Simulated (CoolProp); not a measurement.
Vapour-liquid equilibrium of CH2F2 (R32) (1) + R152A (2) at 308.5 K; x and y are mole fractions of (1).

Values from CoolProp's multi-fluid Helmholtz-energy mixture model, Tillner-Roth 1997 and Outcalt 1996; pair parameters Bell 2016.

```
x     bubble pressure (MPa)  y at the bubble point  dew pressure at overall composition x (MPa)  liquid density (mol/L)
----  ---------------------  ---------------------  -------------------------------------------  ----------------------
0.05                 0.8660                  0.107                                       0.8305                   13.38
0.15                      …                  0.283                                       0.8948                   13.75
0.25                      …                  0.423                                       0.9688                   14.13
0.35                      …                      …                                        1.055                   14.53
0.45                  1.395                      …                                        1.156                   14.94
0.55                  1.534                  0.718                                        1.276                       …
0.65                      …                  0.792                                        1.419                   15.83
0.75                  1.822                  0.858                                        1.593                   16.31
0.85                  1.972                  0.918                                        1.803                       …
0.95                  2.129                  0.974                                        2.060                   17.33
```

Q: Some entries are withheld; supply them.

A: 
- 0.15, bubble pressure (MPa): 0.9957
- 0.25, bubble pressure (MPa): 1.127
- 0.35, bubble pressure (MPa): 1.260
- 0.35, y at the bubble point: 0.538
- 0.45, y at the bubble point: 0.635
- 0.55, liquid density (mol/L): 15.38
- 0.65, bubble pressure (MPa): 1.676
- 0.85, liquid density (mol/L): 16.81

No azeotrope shows between x = 0.05 and 0.95.

Pair parameters are fitted to limited data, so mixtures are less certain than the pure fluids.
